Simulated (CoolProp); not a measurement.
Ethane at 472.14 K and 0.315 MPa is compressed adiabatically to 1.43 MPa with isentropic efficiency 0.6. Each further row changes one setting.

Model: reference Helmholtz-energy equation of state, Bücker 2006, in CoolProp.

```
case             work (kJ/kg)  final temperature (K)  final density (kg/m³)
---------------  ------------  ---------------------  ---------------------
as stated                 355                  603.6                   8.63
efficiency 1              213                  554.9                   9.42
efficiency 0.65           328                  594.4                   8.76
```
